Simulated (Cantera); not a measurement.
What does this Cantera script print?

```python
import numpy as np
import cantera as ct

gas_names = """
    C CN CO CO2 C2 CCN CNC C2N2 C2O C3 C3O2 C4 C4N2 C5 N NCO NO NO2 NO3 N2 N2O O O2 O3 Si SiC SiC2 SiN
    SiO SiO2 Si2 Si2C Si2N Si3
""".split()
cond_names = """
    C(gr) Si(cr) Si(L) SiC(b) SiO2(Lqz) SiO2(hqz) SiO2(L) Si2N2O(s) Si3N4(a)
""".split()


# ... load() reads the species with a 1 bar reference pressure and builds the phases ...
atoms = {
    'Si': {'Si': 1},
    'CO2': {'C': 1, 'O': 2},
    'N2': {'N': 2},
}
top_T = {'C(gr)': 4500, 'SiC(b)': 3050, 'Si2N2O(s)': 2100, 'Si3N4(a)': 2400}  # K; cautious upper limits of use, not melting points


# ... equilibrate(T, P, feed) seeds the gas with the atoms and calls Mixture.equilibrate('TP', solver="vcs", rtol=1e-11, max_steps=5000) ...
results = []
feed = {'Si': 1, 'CO2': 0.041, 'N2': 180}  # mol
P = 22  # Pa
for T in [1273, 1373, 1473, 1573, 1673, 1773, 1873, 1973, 2073, 2173]:
    mix = equilibrate(T, P, feed)
    results.append((T, P, feed, dict(zip(mix.species_names, mix.species_moles))))

top = {s: max(r[3][s] / sum(r[3][g] for g in gas_names) for r in results) for s in gas_names}
cols = sorted((s for s in top if top[s] > 0.001), key=lambda s: -top[s])[:7]
seen = [c for c in cond_names if any(r[3].get(c, 0) > 1e-12 for r in results)]
print("log10 of partial pressures in bar; condensed amounts in mol")
print(f"{'T/K':>10s}" + "".join(f"{s[:9]:>10s}" for s in cols + seen))
for T, P, feed, n in results:
    ng = sum(n[g] for g in gas_names)
    print(f"{T:10.4g}" + "".join(f"{np.log10(max(n[s] / ng * P / 1e5, 1e-99)):10.3f}" for s in cols)
          + "".join(f"{n.get(c, 0):10.4g}" for c in seen))
```

It prints:

```
log10 of partial pressures in bar; condensed amounts in mol
       T/K        N2        Si    Si(cr)    SiC(b) Si2N2O(s)  Si3N4(a)
      1273    -3.658   -12.718         0   0.03125   0.07214    0.2748
      1373    -3.658   -10.648         0   0.01276   0.04797    0.2952
      1473    -3.658    -8.863         0   0.01797         0    0.3073
      1573    -3.658    -7.308         0   0.03747         0    0.2804
      1673    -3.659    -6.379     0.521   0.03552         0         0
      1773    -3.660    -5.967         0   0.01188         0         0
      1873    -3.660    -5.940         0         0         0         0
      1973    -3.660    -5.936         0         0         0         0
      2073    -3.660    -5.935         0         0         0         0
      2173    -3.660    -5.935         0         0         0         0
```

Equilibrium computed with Cantera from the NASA thermochemical tables; the gas is ideal and each condensed phase is pure. N2 is the only nitrogen source here; it is nearly inert below about 1500 K, so the nitride shown seldom forms there in practice. Mutual solubility and eutectic melting of coexisting phases are not modelled. The tables' values for SiN are old estimates; treat these amounts as uncertain.
